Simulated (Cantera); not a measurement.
Cantera run, input and output.

```python
import numpy as np
import cantera as ct

surf = ct.Interface("ptcombust.yaml", "Pt_surf")
gas = surf.adjacent["gas"]
gas.TPX = 300, 3500, {'CH4': 0.035, 'O2': 0.069, 'N2': 0.79}
jet = ct.ImpingingJet(gas=gas, width=0.046, surface=surf)
jet.inlet.mdot, jet.inlet.T, jet.inlet.X = 0.095, 300, {'CH4': 0.035, 'O2': 0.069, 'N2': 0.79}
jet.set_refine_criteria(ratio=10, slope=0.2, curve=0.3)
show, cover = ['CH4', 'O2', 'H2O', 'OH', 'CO', 'CO2'], ["PT(S)", "H(S)", "O(S)", "OH(S)", "CO(S)", "C(S)"]

rows = []
print(f"{'Ts/K':>7s}" + "".join(f"{s:>11s}" for s in show + cover) + "   (gas at the wall, coverages)")
for i, Ts in enumerate([850, 900, 950, 1000, 1050]):
    jet.surface.T = Ts
    if i == 0:
        surf.TP = Ts, 3500
        surf.coverages = "PT(S):0.5, O(S):0.5"
        surf.advance_coverages(1.0)
        jet.set_initial_guess(products="inlet")
    jet.solve(loglevel=0, auto=(i == 0))
    rows.append([*(jet.X[gas.species_index(s), -1] for s in show), *surf[cover].coverages])
    print(f"{Ts:7g}" + "".join(f"{x:11.3e}" for x in rows[-1]))
```

Result:

```
   Ts/K        CH4         O2        H2O         OH         CO        CO2      PT(S)       H(S)       O(S)      OH(S)      CO(S)       C(S)   (gas at the wall, coverages)
    850  3.311e-02  6.428e-02  1.136e-02  8.859e-09  1.094e-05  7.430e-03  2.142e-01  2.662e-08  7.851e-01  6.888e-04  1.676e-05  4.284e-08
    900  2.839e-02  5.423e-02  2.016e-02  3.601e-08  1.381e-05  1.323e-02  2.987e-01  8.501e-08  7.005e-01  8.151e-04  1.474e-05  5.247e-08
    950  2.326e-02  4.336e-02  2.964e-02  1.160e-07  1.642e-05  1.950e-02  3.910e-01  2.208e-07  6.081e-01  8.591e-04  1.203e-05  5.760e-08
   1000  1.868e-02  3.366e-02  3.808e-02  3.154e-07  1.907e-05  2.511e-02  4.866e-01  4.904e-07  5.126e-01  8.295e-04  9.504e-06  5.943e-08
   1050  1.507e-02  2.605e-02  4.466e-02  7.473e-07  2.236e-05  2.950e-02  5.804e-01  9.690e-07  4.188e-01  7.505e-04  7.528e-06  5.995e-08
```

Computed with Cantera and Deutschmann's 1995 Pt surface mechanism with GRI-Mech 3.0 gas chemistry. Catalytic surfaces can have several steady states; this one follows from the mechanism file's or the stated starting coverage.
